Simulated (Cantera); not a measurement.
# Equilibrium for iron carbonyl, mercury and lead vapours: PbO + H2

A closed system holds: 1 mol PbO, 0.16 mol H2, at 0.00133 bar.

Method: chemical equilibrium by Gibbs-energy minimisation in Cantera with the NASA 1993 tables (ideal gas, pure condensed phases). Candidate condensed phases: H2O, Pb, PbO, PbO2, Pb3O4; 12 gas species. Kinetics and transport are ignored.

| T (K) | x H2O | x Pb | x PbO | x H2 | x Pb2 | x OH | n Pb(l) | n PbO(red) | n PbO(yellow) |
|---|---|---|---|---|---|---|---|---|---|
| 698 | 1.000 | 7.62e-7 | 1.08e-10 | 3.59e-5 | <1e-12 | <1e-12 | 0.160 | 0.840 | 0 |
| 748 | 1.000 | 6.56e-6 | 2.79e-9 | 4.80e-5 | <1e-12 | <1e-12 | 0.160 | 0.840 | 0 |
| 798 | 1.000 | 4.30e-5 | 4.72e-8 | 6.25e-5 | 2.96e-12 | 2.89e-12 | 0.160 | 0 | 0.840 |
| 848 | 1.000 | 0.000224 | 5.69e-7 | 7.94e-5 | 4.75e-11 | 3.24e-11 | 0.160 | 0 | 0.840 |
| 898 | 0.999 | 0.000971 | 5.15e-6 | 9.89e-5 | 5.55e-10 | 2.77e-10 | 0.160 | 0 | 0.840 |
| 948 | 0.996 | 0.00359 | 3.67e-5 | 0.000121 | 4.97e-9 | 1.89e-9 | 0.159 | 0 | 0.840 |
| 998 | 0.988 | 0.0116 | 0.000214 | 0.000144 | 3.55e-8 | 1.05e-8 | 0.158 | 0 | 0.840 |
x: gas mole fraction; n: condensed amount in mol.

From 698 K to 748 K the condensed part is Pb(l) + PbO(red). From 798 K to 998 K the condensed part is Pb(l) + PbO(yellow). The main Pb-bearing gas is Pb throughout.
